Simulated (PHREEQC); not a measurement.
1 kg of water holding 24 mmol/kgw MgSO4 and 4.2 mmol/kgw NaCl is evaporated at 20 °C; the solids stay in contact with the brine. No CO2 enters from the air. Solids allowed: Bischofite, Bloedite, Brucite, Epsomite, Halite, Hexahydrite, Kieserite, Mirabilite, Thenardite, MgCl2_4H2O. Others were left out.

The series has 28 steps of water left (kg), from 1 to 0.002895.

The numbers come from PHREEQC with the Pitzer model, pitzer.dat.

### Question
Which solids form, in which order, and at which step of the series does each first stand?

### Answer
Epsomite from water left = 0.006629 kg.
